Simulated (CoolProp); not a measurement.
Model: reference Helmholtz-energy equation of state, Rui 2013, in CoolProp.

Q: Give the vapour pressure (MPa), enthalpy of vaporisation (kJ/kg), vapour Z, liquid viscosity (µPa s) of saturated R236EA at 66.55, 86.05 °C.

A: 
| T (°C) | p (MPa) | enthalpy of vaporisation (kJ/kg) | vapour Z | liquid viscosity (µPa s) |
|---|---|---|---|---|
| 66.55 | 0.717 | 131 | 0.828 | 222 |
| 86.05 | 1.16 | 115 | 0.758 | 172 |

Viscosity comes from a separate model (Huber 2003), an estimate that may be off by 10 % or more.
